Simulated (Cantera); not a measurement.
A Cantera script and what it prints.

```python
import numpy as np
import cantera as ct

gas_names = """
    O2 CO
""".split()
cond_names = """
    Ti(b) TiC(s) TiO(a) TiO2(ru) Ti2O3(b) Ti3O5(b) Ti4O7(s)
""".split()


# ... load() reads the species with a 1 bar reference pressure and builds the phases ...
species = {s.name: s for s in load("nasa_gas.yaml", gas_names) + load("nasa_condensed.yaml", cond_names)}
T = 1225
g = {n: (s.thermo.h(T) - T * s.thermo.s(T)) / (ct.gas_constant * T * np.log(10)) for n, s in species.items()}
valid = cond_names  # the entries whose range holds T


def stable(la, lb):
    # potentials (over RT ln 10) of the two non-metals from log10 p(O2) and log10 p(CO) in bar
    mu = {}
    mu["O"] = (g["O2"] + la) / 2
    mu["C"] = (g["CO"] + lb - 1 * mu["O"]) / 1
    cost = {}
    for n in valid:
        c = species[n].composition
        cost[n] = (g[n] - sum(c.get(e, 0) * m for e, m in mu.items())) / c["Ti"]
    return min(cost, key=cost.get)


results = []
for lb in [0, -1.7, -3.5, -5.2, -6.9, -8.6, -10.4, -12.1, -13.8, -15.5, -17.3, -19]:
    row = [stable(la, lb) for la in [-26, -24.9, -23.7, -22.6, -21.5, -20.3, -19.2, -18.1, -17, -15.8, -14.7, -13.6, -12.4, -11.3, -10.2, -9, -7.9, -6.8, -5.7, -4.5, -3.4, -2.3, -1.1, 0]]
    results.append(row)
    print(f"{lb:6.1f}  " + " ".join(f"{valid.index(n):x}" for n in row))
print("key: " + ", ".join(f"{i:x} {n}" for i, n in enumerate(valid)))
```

Result:

```
   0.0  1 1 1 1 6 3 3 3 3 3 3 3 3 3 3 3 3 3 3 3 3 3 3 3
  -1.7  1 1 1 5 6 3 3 3 3 3 3 3 3 3 3 3 3 3 3 3 3 3 3 3
  -3.5  1 1 5 5 6 3 3 3 3 3 3 3 3 3 3 3 3 3 3 3 3 3 3 3
  -5.2  4 4 5 5 6 3 3 3 3 3 3 3 3 3 3 3 3 3 3 3 3 3 3 3
  -6.9  4 4 5 5 6 3 3 3 3 3 3 3 3 3 3 3 3 3 3 3 3 3 3 3
  -8.6  4 4 5 5 6 3 3 3 3 3 3 3 3 3 3 3 3 3 3 3 3 3 3 3
 -10.4  4 4 5 5 6 3 3 3 3 3 3 3 3 3 3 3 3 3 3 3 3 3 3 3
 -12.1  4 4 5 5 6 3 3 3 3 3 3 3 3 3 3 3 3 3 3 3 3 3 3 3
 -13.8  4 4 5 5 6 3 3 3 3 3 3 3 3 3 3 3 3 3 3 3 3 3 3 3
 -15.5  4 4 5 5 6 3 3 3 3 3 3 3 3 3 3 3 3 3 3 3 3 3 3 3
 -17.3  4 4 5 5 6 3 3 3 3 3 3 3 3 3 3 3 3 3 3 3 3 3 3 3
 -19.0  4 4 5 5 6 3 3 3 3 3 3 3 3 3 3 3 3 3 3 3 3 3 3 3
key: 0 Ti(b), 1 TiC(s), 2 TiO(a), 3 TiO2(ru), 4 Ti2O3(b), 5 Ti3O5(b), 6 Ti4O7(s)
```

Source: NASA polynomial tables (part measured, part estimated), evaluated in Cantera. TiC, TiO: taken at fixed stoichiometry. Not in the tables: Magnéli phases beyond Ti4O7, TiC-TiO solid solutions. Part of the grid cannot be reached: there another gas would pass 10 bar, or a non-metal would condense.
